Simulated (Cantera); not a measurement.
A closed system holds: 1 mol SiCl₄, 160 mol H₂, at 3700 Pa.

Equilibrium computed with Cantera from the NASA thermochemical tables; the gas is ideal and each condensed phase is pure. Candidate condensed phases: Si; 19 gas species. Gases not in the tables: Si₂H₆ and higher silanes. Equilibrium is a limit: real reactors are often held back by kinetics, nucleation or transport.

Which condensed phases are stable at each of these points (T (K)): 1498, 1523, 1548, 1573, 1598, 1623, 1648, 1673, 1698, 1723, 1748, 1773?


```json
[
 {"T (K)": "1498", "condensed phases": "Si(s)", "Si condensed (%)": "74.9"},
 {"T (K)": "1523", "condensed phases": "Si(s)", "Si condensed (%)": "74.5"},
 {"T (K)": "1548", "condensed phases": "Si(s)", "Si condensed (%)": "74.2"},
 {"T (K)": "1573", "condensed phases": "Si(s)", "Si condensed (%)": "73.8"},
 {"T (K)": "1598", "condensed phases": "Si(s)", "Si condensed (%)": "73.4"},
 {"T (K)": "1623", "condensed phases": "Si(s)", "Si condensed (%)": "73.0"},
 {"T (K)": "1648", "condensed phases": "Si(s)", "Si condensed (%)": "72.6"},
 {"T (K)": "1673", "condensed phases": "Si(s)", "Si condensed (%)": "72.2"},
 {"T (K)": "1698", "condensed phases": "Si(l)", "Si condensed (%)": "72.0"},
 {"T (K)": "1723", "condensed phases": "Si(l)", "Si condensed (%)": "72.6"},
 {"T (K)": "1748", "condensed phases": "Si(l)", "Si condensed (%)": "72.9"},
 {"T (K)": "1773", "condensed phases": "Si(l)", "Si condensed (%)": "73.2"}
]
```

From 1498 K to 1673 K the condensed part is Si(s). From 1698 K to 1773 K the condensed part is Si(l).
